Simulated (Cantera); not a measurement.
# Low-pressure radical oxidation in H2/O2

An isothermal, constant-pressure homogeneous reactor starts with 0.357 % H₂, 18.8 % O₂, 80.8 % N₂, equivalence ratio 0.0095, at 1050 K and 10.00 Torr.

Detailed kinetics in Cantera: GRI-Mech 3.0 (53 species, 325 reactions). Radical loss at walls, strong at low pressure, is not modelled.

| t (s) | x H₂ | x O₂ | x NO₂ | x O | x HO₂ | x NO | x H |
|---|---|---|---|---|---|---|---|
| 1.00e-5 | 0.00357 | 0.188 | <1e-12 | <1e-12 | <1e-12 | <1e-12 | <1e-12 |
| 7.50e-5 | 0.00357 | 0.188 | <1e-12 | <1e-12 | 1.80e-12 | <1e-12 | 1.67e-12 |
| 0.000562 | 0.00357 | 0.188 | <1e-12 | 5.51e-12 | 1.35e-11 | <1e-12 | 8.77e-12 |
| 0.00422 | 0.00357 | 0.188 | <1e-12 | 1.92e-10 | 1.03e-10 | <1e-12 | 6.22e-11 |
| 0.0316 | 0.00356 | 0.188 | <1e-12 | 5.99e-6 | 7.79e-8 | <1e-12 | 1.53e-6 |
| 0.237 | 1.66e-5 | 0.186 | 1.58e-12 | 0.00126 | 4.35e-7 | 1.37e-8 | 0.000129 |
| 1.78 | 1.17e-6 | 0.186 | 1.08e-11 | 9.31e-5 | 1.26e-7 | 1.82e-8 | 2.53e-6 |
| 13.3 | 3.09e-8 | 0.187 | 3.66e-11 | 2.67e-6 | 1.07e-8 | 1.85e-8 | 1.24e-8 |
| 100 | 1.43e-9 | 0.187 | 3.51e-11 | 1.32e-7 | 7.34e-10 | 1.86e-8 | 1.37e-10 |
x: mole fraction; the columns are a selection and need not sum to one.

Equilibrium at this temperature and pressure: H₂ 2.61e-11, O₂ 0.187, NO₂ 2.13e-7, O 2.52e-9, HO₂ 1.17e-10, NO 5.07e-5, H <1e-12 (gas phase only).
